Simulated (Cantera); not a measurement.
Charge: 1 mol Al, 1.3 mol O2, 85 mol H2, held at 1552 °C and 0.100 bar.

Cantera equilibrium calculation (NASA polynomials, part measured and part estimated; ideal gas, pure solids and liquids). Candidate condensed phases: Al, Al2O3, H2O; 19 gas species. Rates play no part.

Base state: H2 0.986, H2O 0.0129, H 0.00138 (mole fractions); condensed: Al2O3(s).

What changes in the equilibrium state with this change: temperature from 1552 °C to 777 °C?


| species | before | after |
|---|---|---|
| H2 | 0.986 | 0.987 |
| H2O | 0.0129 | 0.0129 |
| H | 0.00138 | 2.55e-8 |
| Al2O3(s), mol | 0.500 | 0.500 |

What changes in the equilibrium state with this change: temperature from 1552 °C to 1200 °C?


| species | before | after |
|---|---|---|
| H2 | 0.986 | 0.987 |
| H2O | 0.0129 | 0.0129 |
| H | 0.00138 | 3.97e-5 |
| Al2O3(s), mol | 0.500 | 0.500 |

What changes in the equilibrium state with this change: pressure from 0.100 bar to 0.00460 bar?


```json
[
 {"species": "H2", "before": "0.986", "after": "0.981"},
 {"species": "H2O", "before": "0.0129", "after": "0.0129"},
 {"species": "H", "before": "0.00138", "after": "0.00643"},
 {"species": "Al2O3(s), mol", "before": "0.500", "after": "0.500"}
]
```
